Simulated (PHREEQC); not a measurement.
Polishing slurry liquid: an equilibrium model

Dissolve 1.9 mmol/kgw H2SO4 and 48 mmol/kgw KNO3 at 25 °C. Closed to the air; pH follows from the charge balance.

Computed with PHREEQC (ion-association model, phreeqc.dat).

Each row changes one thing in this solution. Precipitation was switched off in this run.

```csv
case,pH,SO4-2 (mol/kgw),HSO4- (mol/kgw)
as made,2.52,0.00145,0.000237
KNO3 replaced by Al(NO3)3 at the same molality,2.52,0.000267,2.72e-5
0.0033 mol/kgw H3PO4 added,2.33,0.00136,0.000344
temperature from 25 to 5 °C,2.51,0.00156,0.000178
temperature from 25 to 10 °C,2.51,0.00153,(withheld)
H2SO4 from 0.0019 to 0.00171 mol/kgw,2.56,(withheld),0.000196
H2SO4 from 0.0019 to 0.00095 mol/kgw,(withheld),0.000768,6.56e-5
KNO3 from 0.048 to 0.0096 mol/kgw,(withheld),0.00151,0.000324
temperature from 25 to 40 °C,2.53,0.00135,0.000301
```

**Question.** What belongs in the gaps?

**Answer.** 
- temperature from 25 to 10 °C, HSO4- (mol/kgw): 0.000190
- H2SO4 from 0.0019 to 0.00171 mol/kgw, SO4-2 (mol/kgw): 0.00132
- H2SO4 from 0.0019 to 0.00095 mol/kgw, pH: 2.81
- KNO3 from 0.048 to 0.0096 mol/kgw, pH: 2.50

Complexes and solids missing from the database can't appear. At this temperature some constants are extrapolated from 25 °C, and those without enthalpy data are left unchanged.
